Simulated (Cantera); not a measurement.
## Low-pressure radical oxidation in H2/O2

An isothermal, constant-pressure homogeneous reactor starts with H2 : O2 = 0.46 : 1 (molar parts), equivalence ratio 0.23, at 1150 K and 5.40 Torr.

Cantera simulation using GRI-Mech 3.0 (53 species, 325 reactions); the numbers are that mechanism's predictions, not measurements. Radical loss at walls, strong at low pressure, is not modelled. The temperature is held fixed by assumption; the heat of reaction is taken as removed at once.

| t (s) | x H2 | x O2 | x OH | x HO2 | x H2O |
|---|---|---|---|---|---|
| 6.00e-6 | 0.315 | 0.685 | 4.64e-12 | 2.39e-10 | <1e-12 |
| 1.81e-5 | 0.315 | 0.685 | 3.59e-11 | 7.20e-10 | 1.09e-11 |
| 5.43e-5 | 0.315 | 0.685 | 2.32e-10 | 2.17e-9 | 2.27e-10 |
| 0.000164 | 0.315 | 0.685 | 1.43e-9 | 6.53e-9 | 4.15e-9 |
| 0.000492 | 0.315 | 0.685 | 2.20e-8 | 1.98e-8 | 1.31e-7 |
| 0.00148 | 0.315 | 0.685 | 2.40e-5 | 3.15e-7 | 0.000163 |
| 0.00446 | 0.0189 | 0.535 | 0.0105 | 5.79e-6 | 0.230 |
| 0.0134 | 0.0154 | 0.560 | 0.00974 | 6.69e-6 | 0.274 |
| 0.0404 | 0.00642 | 0.604 | 0.00648 | 7.60e-6 | 0.344 |
| 0.122 | 0.000671 | 0.624 | 0.00208 | 4.33e-6 | 0.371 |
| 0.366 | 5.51e-5 | 0.626 | 0.000600 | 8.64e-7 | 0.374 |
| 1.10 | 7.88e-6 | 0.626 | 0.000230 | 1.61e-7 | 0.374 |
| 3.31 | 1.66e-6 | 0.626 | 0.000107 | 3.90e-8 | 0.374 |
| 9.97 | 4.32e-7 | 0.626 | 5.45e-5 | 1.26e-8 | 0.374 |
| 30.0 | 1.27e-7 | 0.626 | 2.96e-5 | 7.19e-9 | 0.374 |
x: mole fraction; the columns are a selection and need not sum to one.

Equilibrium at this temperature and pressure: H2 2.41e-8, O2 0.626, OH 1.29e-5, HO2 9.59e-9, H2O 0.374 (gas phase only).
